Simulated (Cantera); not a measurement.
Input (Python, Cantera) and output of one run.

```python
import numpy as np
import cantera as ct

gas_names = [...]  # 151 gases of nasa_gas.yaml made of C, H, N, O, Si
cond_names = """
    C(gr) C6H6(L) C7H8(L) C8H18(L),n-octa H2O(s) H2O(L) Si(cr) Si(L) SiC(b) SiO2(Lqz) SiO2(hqz) SiO2(L)
    Si2N2O(s) Si3N4(a)
""".split()


# ... load() reads the species with a 1 bar reference pressure and builds the phases ...
atoms = {
    'TEOS': {'Si': 1, 'C': 8, 'H': 20, 'O': 4},
    'N2O': {'N': 2, 'O': 1},
    'H2': {'H': 2},
}
top_T = {'C(gr)': 4500, 'SiC(b)': 3050, 'Si2N2O(s)': 2100, 'Si3N4(a)': 2400}  # K; cautious upper limits of use, not melting points


# ... equilibrate(T, P, feed) seeds the gas with the atoms and calls Mixture.equilibrate('TP', solver="vcs", rtol=1e-11, max_steps=5000) ...
results = []
feed = {'TEOS': 1, 'N2O': 3.5, 'H2': 0.48}  # mol
T = 1575  # K
P = 5800  # Pa
mix = equilibrate(T, P, feed)
results.append((T, P, feed, dict(zip(mix.species_names, mix.species_moles))))
x = sorted(zip(gas.X, gas.species_names), reverse=True)
print(f"T = {T:g} K  P = {P:g} Pa  gas = {mix.phase_moles(0):.4g} mol")
print("   x: " + "  ".join(f"{s} {v:.3e}" for v, s in x if v > 0.001))
print("   condensed (mol): " + ("  ".join(f"{mix.phase(i).name} {mix.phase_moles(i):.4g}"
      for i in range(1, mix.n_phases) if mix.phase_moles(i) > 1e-12) or "none"))
```

It prints:

```
T = 1575 K  P = 5800 Pa  gas = 20.49 mol
   x: H2 5.111e-01  CO 3.414e-01  N2 1.464e-01
   condensed (mol): C(gr) 0.9936  Si2N2O(s) 0.4957
```

These are equilibrium values from Cantera (NASA tables, ideal gas, pure condensed phases), not measurements of a reactor. The feed counts by its element totals alone.
